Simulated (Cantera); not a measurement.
Feed: 1 mol C2F6, 0.062 mol F2, 2.6 mol H2, equilibrated at 4700 Pa.

Cantera equilibrium calculation (NASA polynomials, part measured and part estimated; ideal gas, pure solids and liquids). Candidate condensed phases: C, C6H6, C7H8, C8H18; 95 gas species. The feed counts by its element totals alone. Equilibrium is a limit: real reactors are often held back by kinetics, nucleation or transport.

**Question.** At 2525 K, list the 6 most abundant gas species with their mole fractions, and the condensed phases.

**Answer.** HF 0.878, F 0.0853, CF2 0.0327, CF 0.00301, CF4 0.000435, H 0.000383. Condensed: C(graphite).
